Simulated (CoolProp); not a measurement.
Vapour-liquid equilibrium of m-xylene (1) + n-decane (2) at 445.6 K; x and y are mole fractions of (1).

Values from CoolProp's multi-fluid Helmholtz-energy mixture model, Zhou 2012 and Lemmon 2006; pair parameters Bell 2016.

```
x     bubble pressure (MPa)  y at the bubble point  dew pressure at overall composition x (MPa)  liquid density (mol/L)
----  ---------------------  ---------------------  -------------------------------------------  ----------------------
0.05                 0.1042                  0.110                                       0.1002                   4.340
0.2                  0.1248                  0.364                                       0.1107                       …
0.35                 0.1445                  0.546                                       0.1235                   4.919
0.5                  0.1639                  0.686                                       0.1390                   5.263
0.65                      …                  0.800                                       0.1585                   5.652
0.8                       …                  0.896                                            …                       …
0.95                      …                  0.976                                       0.2161                       …
```

**Question.** Some entries are withheld; supply them.

**Answer.** 
- 0.2, liquid density (mol/L): 4.613
- 0.65, bubble pressure (MPa): 0.1833
- 0.8, bubble pressure (MPa): 0.2030
- 0.8, dew pressure at overall composition x (MPa): 0.1833
- 0.8, liquid density (mol/L): 6.095
- 0.95, bubble pressure (MPa): 0.2230
- 0.95, liquid density (mol/L): 6.603

No azeotrope shows between x = 0.05 and 0.95.

The pair parameters rest on a limited set of measurements; away from them the model extrapolates.
